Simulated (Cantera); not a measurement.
Input: 1 mol CH3F, 2.2 mol H2, held at 3348 K and 0.133 bar.

These are equilibrium values from Cantera (NASA tables, ideal gas, pure condensed phases), not measurements of a reactor. Candidate condensed phases: C, C6H6, C7H8, C8H18; 95 gas species. Equilibrium is a limit: real reactors are often held back by kinetics, nucleation or transport.

Base state: H 0.539, H2 0.228, HF 0.158, C3 0.0262, C2H2 (acetylene) 0.0193, C2H 0.0122, C 0.00547, F 0.00408 (mole fractions); condensed: gas only.

Q: What changes in the equilibrium state with this change: H2 from 2.2 to 1.3 mol?

A: 
```csv
species,before,after
H,0.539,0.505
HF,0.158,0.202
H2,0.228,0.201
C3,0.0262,0.0365
C2H,0.0122,0.0142
C2H2 (acetylene),0.0193,0.0211
C5,0.000681,0.00118
C6H2,2.58e-5,4.38e-5
```
